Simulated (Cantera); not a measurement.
Feed: 1 mol Na2CO3, 0.052 mol C, 0.12 mol CO2, at 2100 K and 10000 Pa.

Cantera equilibrium calculation (NASA polynomials, part measured and part estimated; ideal gas, pure solids and liquids). Candidate condensed phases: C, Na, NaO2, Na2CO3, Na2O, Na2O2; 16 gas species. Rates play no part.

Base state: Na 0.543, CO2 0.315, O2 0.123, NaO 0.00896, CO 0.00834, O 0.00154, Na2O 0.000165, Na2 0.000111 (mole fractions); condensed: gas only.

Q: What changes in the equilibrium state with this change: temperature from 2100 K to 1423 K?

A: 
```csv
species,before,after
CO,0.00834,0.510
CO2,0.315,0.423
Na,0.543,0.0676
O2,0.123,<1e-9
O,0.00154,<1e-9
NaO,0.00896,2.32e-8
Na2O,0.000165,2.74e-8
Na2,0.000111,1.45e-5
"Na2CO3(l), mol",0,0.994
```

Q: What changes in the equilibrium state with this change: C from 0.052 to 1.3 mol?

A: 
| species | before | after |
|---|---|---|
| Na | 0.543 | 0.452 |
| CO | 0.00834 | 0.362 |
| CO2 | 0.315 | 0.185 |
| O2 | 0.123 | 2.25e-5 |
| Na2O | 0.000165 | 1.55e-6 |
| NaO | 0.00896 | 0.000101 |
| O | 0.00154 | 2.08e-5 |
| Na2 | 0.000111 | 7.69e-5 |

Q: What changes in the equilibrium state with this change: CO2 from 0.12 to 3.4 mol?

A: 
```csv
species,before,after
CO2,0.315,0.618
Na,0.543,0.283
O2,0.123,0.0725
CO,0.00834,0.0212
Na2O,0.000165,3.46e-5
Na2,0.000111,3.02e-5
NaO,0.00896,0.00360
O,0.00154,0.00118
```
